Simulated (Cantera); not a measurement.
**Carbothermic reduction: Fe₂O₃ + CH₄ + N₂**

Charge: 1 mol Fe₂O₃, a varied amount of CH₄, 0.13 mol N₂, equilibrated at 1973 K and 0.218 Torr.

Cantera equilibrium calculation (NASA polynomials, part measured and part estimated; ideal gas, pure solids and liquids). Candidate condensed phases: C, C₆H₆, C₇H₈, C₈H₁₈, Fe, Fe(CO)₅, FeO, Fe(OH)₂, Fe(OH)₃, Fe₂O₃, Fe₃O₄, H₂O; 140 gas species. The tables' stoichiometric FeO is somewhat more stable than real wüstite, so its field is too wide. FeO: taken at fixed stoichiometry. Equilibrium is a limit: real reactors are often held back by kinetics, nucleation or transport.

```
n(CH₄) (mol)  log p H₂  log p Fe  log p H₂O  log p CO  log p CO₂  log p H  log p N₂  log p FeO  n FeO(l)
------------  --------  --------  ---------  --------  ---------  -------  --------  ---------  --------
0.62             -4.35     -4.18      -4.07     -4.33      -4.70    -5.05     -4.85      -5.63      1.37
0.73             -4.33     -4.13      -4.10     -4.32      -4.75    -5.04     -4.93      -5.63      1.14
0.85             -4.32     -4.09      -4.13     -4.32      -4.79    -5.03     -5.01      -5.63     0.887
0.99             -4.31     -4.06      -4.15     -4.33      -4.82    -5.03     -5.09      -5.63     0.584
1.2              -4.31     -4.03      -4.17     -4.33      -4.85    -5.02     -5.18      -5.63     0.125
1.4              -4.21     -4.05      -4.24     -4.28      -4.96    -4.97     -5.23      -5.81         0
1.6              -4.11     -4.09      -4.32     -4.24      -5.10    -4.93     -5.27      -6.03         0
1.9              -4.01     -4.14      -4.47     -4.20      -5.30    -4.88     -5.33      -6.33         0
2.2              -3.95     -4.19      -4.65     -4.17      -5.52    -4.84     -5.38      -6.62         0
2.5              -3.90     -4.23      -4.89     -4.14      -5.79    -4.82     -5.42      -6.96         0
```
log p: log10 of the partial pressure in bar; n: condensed amount in mol.

From 0.62 mol CH₄ to 1.2 mol CH₄ the condensed part is FeO(l). From 1.4 mol CH₄ to 2.5 mol CH₄ nothing is condensed. The main Fe-bearing gas is Fe throughout.
